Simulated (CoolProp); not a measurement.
The fluid at 260.99 K and 0.689 MPa (liquid) is heated at constant pressure to 404.5 K. The same conditions are run with several fluids, on thermodynamics alone (safety and materials aside).

Computed with CoolProp (reference Helmholtz-energy equation of state of each fluid (R507A: Lemmon 2003; carbonyl sulfide: Lemmon 2006; dodecamethylpentasiloxane (MD3M): Thol 2019; R407C: Lemmon 2003; n-perfluoropentane: Gao 2022)). Blends and air are pseudo-pure fits.

Question: Rank R507A, carbonyl sulfide, dodecamethylpentasiloxane (MD3M), R407C, n-perfluoropentane by heat (kJ/kg), highest first.

Answer: carbonyl sulfide (387), R407C (349), R507A (309), dodecamethylpentasiloxane (MD3M) (256), n-perfluoropentane (218)

```tsv
fluid	final phase	final density (kg/m³)
R507A	gas	21.1
carbonyl sulfide	gas	12.7
dodecamethylpentasiloxane (MD3M)	liquid	767
R407C	gas	18.3
n-perfluoropentane	gas	69.3
```
